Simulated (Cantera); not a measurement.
A closed system holds: 1 mol MgO, 0.11 mol Cl2, 1 mol H2, equilibrated at 1275 K and 100 Torr.

These are equilibrium values from Cantera (NASA tables, ideal gas, pure condensed phases), not measurements of a reactor. Candidate condensed phases: H2O, Mg, MgCl2, MgO, Mg(OH)2; 22 gas species. Rates play no part.

Base state: H2 0.802, HCl 0.188, H2O 0.00522, MgCl2 0.00522 (mole fractions); condensed: MgO(s).

Q: What changes in the equilibrium state with this change: temperature from 1275 K to 1150 K?

A: 
| species | before | after |
|---|---|---|
| H2 | 0.802 | 0.802 |
| HCl | 0.188 | 0.193 |
| H2O | 0.00522 | 0.00258 |
| MgCl2 | 0.00522 | 0.00258 |
| MgO(s), mol | 0.994 | 0.997 |
